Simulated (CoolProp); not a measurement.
A simple Rankine cycle with n-heptane: condensing at 325.15 K, boiler at 0.415 MPa, turbine inlet 433.1 K, turbine efficiency 0.65, pump efficiency 0.7, no recuperator. Each further row changes one setting.

Model: reference Helmholtz-energy equation of state, Span 2003, in CoolProp. It is a short technical equation, of lower accuracy than the large ones.

```json
[
 {"case": "as stated", "thermal efficiency (%)": "11.3", "net work (kJ/kg)": "61.8", "heat in (kJ/kg)": "548", "turbine exit temperature (K)": "396.5", "volume ratio over the turbine": "21.2"},
 {"case": "turbine inlet 453.1 K", "thermal efficiency (%)": "___", "net work (kJ/kg)": "65.6", "heat in (kJ/kg)": "596", "turbine exit temperature (K)": "417.3", "volume ratio over the turbine": "20.8"},
 {"case": "condensing temperature 317.15 K", "thermal efficiency (%)": "12.1", "net work (kJ/kg)": "68.5", "heat in (kJ/kg)": "567", "turbine exit temperature (K)": "393.1", "volume ratio over the turbine": "29.5"},
 {"case": "boiler pressure 0.29 MPa", "thermal efficiency (%)": "10.1", "net work (kJ/kg)": "55.9", "heat in (kJ/kg)": "554", "turbine exit temperature (K)": "___", "volume ratio over the turbine": "14.3"},
 {"case": "turbine efficiency 0.55", "thermal efficiency (%)": "9.5", "net work (kJ/kg)": "52.2", "heat in (kJ/kg)": "548", "turbine exit temperature (K)": "___", "volume ratio over the turbine": "21.5"}
]
```

Question: What belongs in the gaps?

Answer: 
- turbine inlet 453.1 K, thermal efficiency (%): 11.0
- boiler pressure 0.29 MPa, turbine exit temperature (K): 402.2
- turbine efficiency 0.55, turbine exit temperature (K): 401.1
